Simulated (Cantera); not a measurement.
Cantera run:

```python
import numpy as np
import cantera as ct

gas_names = """
    H HNO HNO2 HNO3 HO2 H2 H2O H2O2 N NH NH2 NH3 NH2OH NO NO2 NO3 N2 N2H2 N2H4 N2O O OH O2 O3 Si SiH
    SiH2 SiH3 SiH4 SiN SiO SiO2 Si2 Si2N Si3
""".split()
cond_names = """
    H2O(s) H2O(L) Si(cr) Si(L) SiO2(Lqz) SiO2(hqz) SiO2(L) Si2N2O(s) Si3N4(a)
""".split()


# ... load() reads the species with a 1 bar reference pressure and builds the phases ...
atoms = {
    'SiH4': {'Si': 1, 'H': 4},
    'N2O': {'N': 2, 'O': 1},
    'H2': {'H': 2},
}
top_T = {'Si2N2O(s)': 2100, 'Si3N4(a)': 2400}  # K; cautious upper limits of use, not melting points


# ... equilibrate(T, P, feed) seeds the gas with the atoms and calls Mixture.equilibrate('TP', solver="vcs", rtol=1e-11, max_steps=5000) ...
results = []
feed = {'SiH4': 1, 'N2O': 0.15, 'H2': 24}  # mol
P = 3200  # Pa
for T in [500, 700, 900, 1100, 1300, 1500, 1700, 1900, 2100]:
    mix = equilibrate(T, P, feed)
    results.append((T, P, feed, dict(zip(mix.species_names, mix.species_moles))))

top = {s: max(r[3][s] / sum(r[3][g] for g in gas_names) for r in results) for s in gas_names}
cols = sorted((s for s in top if top[s] > 1e-05), key=lambda s: -top[s])[:8]
seen = [c for c in cond_names if any(r[3].get(c, 0) > 1e-12 for r in results)]
print("log10 of partial pressures in bar; condensed amounts in mol")
print(f"{'T/K':>10s}" + "".join(f"{s[:9]:>10s}" for s in cols + seen))
for T, P, feed, n in results:
    ng = sum(n[g] for g in gas_names)
    print(f"{T:10.4g}" + "".join(f"{np.log10(max(n[s] / ng * P / 1e5, 1e-99)):10.3f}" for s in cols)
          + "".join(f"{n.get(c, 0):10.4g}" for c in seen))
```

It prints:

```
log10 of partial pressures in bar; condensed amounts in mol
       T/K        H2         H        N2       SiO        Si       SiH      SiH2       Si2    Si(cr)     Si(L) Si2N2O(s)
       500    -1.495   -20.905   -30.322   -38.522   -39.215   -34.183   -24.168   -51.635       0.7         0      0.15
       700    -1.495   -14.345   -24.739   -18.894   -25.795   -23.000   -16.934   -34.099       0.7         0      0.15
       900    -1.495   -10.680   -16.053   -13.647   -18.352   -16.814   -12.925   -24.387       0.7         0      0.15
      1100    -1.495    -8.335   -10.469   -10.411   -13.626   -12.894   -10.376   -18.226       0.7         0      0.15
      1300    -1.495    -6.704    -7.405    -7.405   -10.364   -10.192    -8.611   -13.975       0.7         0      0.15
      1500    -1.495    -5.502    -5.193    -5.193    -7.978    -8.219    -7.320   -10.871    0.7052         0    0.1448
      1700    -1.500    -4.582    -3.739    -3.739    -6.168    -6.729    -6.348    -8.527         0    0.8489         0
      1900    -1.502    -3.851    -3.740    -3.740    -4.899    -5.712    -5.736    -6.994         0    0.8361         0
      2100    -1.510    -3.261    -3.745    -3.744    -3.875    -4.895    -5.248    -5.760         0    0.7188         0
```

Cantera equilibrium calculation (NASA polynomials, part measured and part estimated; ideal gas, pure solids and liquids). Mutual solubility and eutectic melting of coexisting phases are not modelled. The tables' values for SiN are old estimates; treat these amounts as uncertain. Gases not in the tables: Si2H6 and higher silanes.
